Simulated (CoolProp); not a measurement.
Vapour-liquid equilibrium of ethylene (1) + carbon dioxide (2) at 1.97 MPa; x and y are mole fractions of (1).

Values from CoolProp's multi-fluid Helmholtz-energy mixture model, Smukala 2000 and Span 1996; pair parameters Bell 2016.

| x | bubble temperature, mixture model (K) | bubble temperature, Raoult's law (K) | y, mixture model | y, Raoult's law |
|---|---|---|---|---|
| 0.05 | 251.2 | 252.7 | 0.091 | 0.063 |
| 0.15 | 248.3 | 251.8 | 0.232 | 0.186 |
| 0.25 | 246.3 | 250.8 | 0.339 | 0.302 |
| 0.35 | 244.9 | 249.9 | 0.428 | 0.413 |
| 0.45 | 243.9 | 249.0 | 0.508 | 0.518 |
| 0.55 | 243.2 | 248.0 | 0.586 | 0.617 |
| 0.65 | 242.8 | 247.1 | 0.665 | 0.711 |
| 0.75 | 242.7 | 246.1 | 0.749 | 0.800 |
| 0.85 | 242.9 | 245.2 | 0.841 | 0.884 |
| 0.95 | 243.4 | 244.2 | 0.944 | 0.962 |

The largest gap from Raoult's law is -5.1 K in bubble temperature, at x = 0.45. y crosses x between x = 0.65 and 0.75: the model has an azeotrope there.

Pair parameters are fitted to limited data, so mixtures are less certain than the pure fluids.
